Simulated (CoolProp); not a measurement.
Vapour-liquid equilibrium of dimethyl ether (1) + R236EA (2) at 1.94 MPa; x and y are mole fractions of (1).

Values from CoolProp's multi-fluid Helmholtz-energy mixture model, Wu 2011 and Rui 2013; pair parameters Bell 2016.

```tsv
x	bubble temperature (K)	y at the bubble point	dew temperature at overall composition x (K)	liquid density (mol/L)
0.05	382.8	0.050	383.0	4.016
0.15	382.5	0.160	382.6	7.606
0.25	381.5	0.276	381.8	8.043
0.35	379.8	0.400	380.6	___
0.45	377.0	0.529	378.8	9.033
0.55	373.0	0.657	376.4	9.598
0.65	365.7	0.832	373.3	5.136
0.75	361.8	0.869	369.0	10.85
0.85	355.3	___	363.2	11.50
0.95	___	0.985	354.2	12.12
```

Problem. Some entries are withheld; supply them.

Solution. 
- 0.35, liquid density (mol/L): 8.516
- 0.85, y at the bubble point: 0.940
- 0.95, bubble temperature (K): 349.2

y crosses x between x = 0.05 and 0.15: the model has an azeotrope there.

Pair parameters are fitted to limited data, so mixtures are less certain than the pure fluids.
